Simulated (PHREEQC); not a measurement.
## Brine

A solution holds 0.71 mol NaOH, 2.6 mol CaCl2 and 3.2 mol NaCl per kg of water, at 25 °C. Closed to the air; pH follows from the charge balance.

Computed with PHREEQC (Pitzer model, pitzer.dat).

No solid was allowed to form.

Task: Estimate the pH, osmotic coefficient, activity of water.

Result: pH 12.16; osmotic coefficient 1.700; activity of water 0.620.

The solution is supersaturated, for example in Portlandite, Halite, so a real one may precipitate; this is no full list. In brines, pH and single-ion activities rest on the MacInnes convention.
